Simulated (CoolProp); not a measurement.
Properties of R134a at several states (Tc = 374.2 K, pc = 4.059 MPa, ω = 0.327).

Model: reference Helmholtz-energy equation of state, Tillner-Roth 1994, in CoolProp.

```
T (K)  p (MPa)   phase  speed of sound (m/s)  conductivity (mW/(m K))  fugacity coefficient
-----  -------  ------  --------------------  -----------------------  --------------------
187.3    0.143  liquid                  1032                      135               0.01561
232.5   0.0387     gas                 144.1                     8.12                0.9802
288.3     15.8  liquid                 675.5                     94.6               0.04606
197.3    0.947  liquid                 985.2                      130              0.005596
```

Thermal conductivity comes from a separate model (McLinden 2000), an estimate that may be off by 10 % or more.
